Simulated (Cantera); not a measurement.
## Abatement and gas-phase synthesis: HBr + H2O + N2

Feed: 1 mol HBr, 0.047 mol H2O, 3.1 mol N2, held at 101000 Pa.

Cantera equilibrium calculation (NASA polynomials, part measured and part estimated; ideal gas, pure solids and liquids). Candidate condensed phases: Br2, H2O; 27 gas species. Kinetics and transport are ignored.

From 2575 K to 3075 K nothing is condensed.

| T (K) | x N2 | x Br | x HBr | x H2 | x H | x H2O |
|---|---|---|---|---|---|---|
| 2575 | 0.697 | 0.127 | 0.0969 | 0.0599 | 0.00842 | 0.0101 |
| 2625 | 0.693 | 0.134 | 0.0898 | 0.0620 | 0.0105 | 0.00997 |
| 2675 | 0.690 | 0.139 | 0.0830 | 0.0638 | 0.0130 | 0.00977 |
| 2725 | 0.687 | 0.145 | 0.0765 | 0.0652 | 0.0158 | 0.00955 |
| 2775 | 0.684 | 0.150 | 0.0704 | 0.0662 | 0.0191 | 0.00928 |
| 2825 | 0.680 | 0.155 | 0.0646 | 0.0669 | 0.0229 | 0.00898 |
| 2875 | 0.677 | 0.159 | 0.0592 | 0.0671 | 0.0272 | 0.00862 |
| 2925 | 0.674 | 0.163 | 0.0541 | 0.0670 | 0.0321 | 0.00821 |
| 2975 | 0.670 | 0.167 | 0.0493 | 0.0664 | 0.0374 | 0.00775 |
| 3025 | 0.666 | 0.170 | 0.0449 | 0.0655 | 0.0433 | 0.00724 |
| 3075 | 0.662 | 0.173 | 0.0407 | 0.0641 | 0.0497 | 0.00668 |
x: gas mole fraction; nothing condenses.
